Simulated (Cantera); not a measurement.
Charge: 1 mol Si3N4, 3.1 mol N2O, 48 mol H2, at 0.0133 bar.

These are equilibrium values from Cantera (NASA tables, ideal gas, pure condensed phases), not measurements of a reactor. Candidate condensed phases: H2O, Si, SiO2, Si2N2O, Si3N4; 35 gas species. Mutual solubility and eutectic melting of coexisting phases are not modelled. The tables hold silica as quartz up to 1696 K and as liquid above; real silica turns to tridymite and cristobalite and melts near 1996 K. The numbers say what is thermodynamically allowed, not how fast it happens.

Question: At 1523 K, list the 5 most abundant gas species with their mole fractions, and the condensed phases.

Answer: H2 0.917, N2 0.0799, SiO 0.00300, H 0.000192, H2O 7.57e-5. Condensed: SiO2(β-quartz) + Si2N2O(s).
